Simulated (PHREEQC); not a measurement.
Make-up at 31 °C: 24 mmol/kgw CuCl2 and 22 mmol/kgw HNO3. Closed to the air; pH follows from the charge balance.

All values are PHREEQC results (ion-association model, phreeqc.dat), not measurements.

```yaml
pH: 1.74
ionic_strength: 0.0909 mol/kgw
specific_conductance: 14200 µS/cm
density: 0.999 g/cm³
total_alkalinity: -22.0 meq/kg
```

| species | molality | activity | log γ |
|---|---|---|---|
| Cl- | 0.0464 | 0.0358 | -0.113 |
| Cu+2 | 0.0225 | 0.00916 | -0.389 |
| H+ | 0.0220 | 0.0182 | -0.082 |
| NO3- | 0.0220 | 0.0167 | -0.120 |
| CuCl+ | 0.00152 | 0.00118 | -0.111 |
| CuCl2 | 2.36e-5 | 2.42e-5 | 0.009 |
| CuOH+ | 6.48e-9 | 5.02e-9 | -0.111 |
| CuCl3- | 4.40e-9 | 3.41e-9 | -0.111 |

Precipitation was switched off in this run. Complexes and solids missing from the database can't appear.
